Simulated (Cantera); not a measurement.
A closed system holds: 1 mol PbO, 0.3 mol O2, 0.31 mol N2, at 0.0100 bar.

Method: chemical equilibrium by Gibbs-energy minimisation in Cantera with the NASA 1993 tables (ideal gas, pure condensed phases). Candidate condensed phases: Pb, PbO, PbO2, Pb3O4; 12 gas species. Equilibrium is a limit: real reactors are often held back by kinetics, nucleation or transport. All values below are at 450 K.

Base state: N2 0.699, O2 0.301 (mole fractions); condensed: Pb3O4(s).

What changes in the equilibrium state with this change: PbO replaced by Pb?


| species | before | after |
|---|---|---|
| N2 | 0.699 | 1.00 |
| O2 | 0.301 | <1e-9 |
| Pb3O4(s), mol | 0.333 | 0 |
| Pb(s), mol | 0 | 0.400 |
| PbO(red), mol | 0 | 0.600 |
